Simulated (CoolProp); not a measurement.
Water along the isobar 303 bar: fugacity coefficient from the reference equation and from simpler models built on Tc = 373.9 °C, pc = 220.6 bar, ω = 0.344; each cubic takes its own stable root.

Model: reference Helmholtz-energy equation of state, Wagner 2002, in CoolProp.

```csv
T (°C),phase,reference,van der Waals,Redlich-Kwong,Soave-Redlich-Kwong
262.45,liquid,0.1542,0.3195,0.2227,0.1700
270.45,liquid,0.1721,0.3360,0.2419,0.1897
278.35,liquid,0.1910,0.3525,0.2614,0.2103
286.35,liquid,0.2114,0.3694,0.2818,0.2323
294.25,liquid,0.2326,0.3862,0.3026,0.2552
302.25,liquid,0.2553,0.4034,0.3241,0.2795
310.15,liquid,0.2788,0.4205,0.3457,0.3044
318.15,liquid,0.3038,0.4379,0.3680,0.3306
326.15,liquid,0.3297,0.4554,0.3906,0.3576
334.05,liquid,0.3563,0.4726,0.4132,0.3849
342.05,liquid,0.3841,0.4900,0.4361,0.4130
349.95,liquid,0.4123,0.5072,0.4588,0.4412
357.95,liquid,0.4415,0.5245,0.4817,0.4699
365.85,liquid,0.4708,0.5413,0.5041,0.4981
373.85,liquid,0.5007,0.5582,0.5264,0.5264
381.75,supercritical,0.5303,0.5747,0.5480,0.5535
```
